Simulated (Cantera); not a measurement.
An adiabatic, constant-volume homogeneous reactor starts with CO : H₂ : CH₄ : O₂ : N₂ = 1 : 0.15 : 0.22 : 2.03 : 18.1 (molar parts), equivalence ratio 0.50, at 1350 K and 1130 Torr.

Computed with Cantera and GRI-Mech 3.0 (53 species, 325 reactions).

Q: Predict: time of steepest temperature rise; temperature at 3.00 s; equilibrium temperature; x(CO) at 3.00 s; x(H₂) at 3.00 s; x(H₂O) at 3.00 s; x(H₂O₂) at 3.00 s; x(N₂O) at 3.00 s.

A: 
```
Quantity                                                              Result
---------------------------------  -----------------------------------------
time of steepest temperature rise                                   0.279 ms
temperature at 3.00 s                                                 2126 K
equilibrium temperature                                               2126 K
x(CO) at 3.00 s                    0.000636 (gas-phase equilibrium 0.000636)
x(H₂) at 3.00 s                      6.05e-5 (gas-phase equilibrium 6.05e-5)
x(H₂O) at 3.00 s                       0.0276 (gas-phase equilibrium 0.0276)
x(H₂O₂) at 3.00 s                    2.47e-8 (gas-phase equilibrium 2.47e-8)
x(N₂O) at 3.00 s                     4.61e-7 (gas-phase equilibrium 4.61e-7)
```
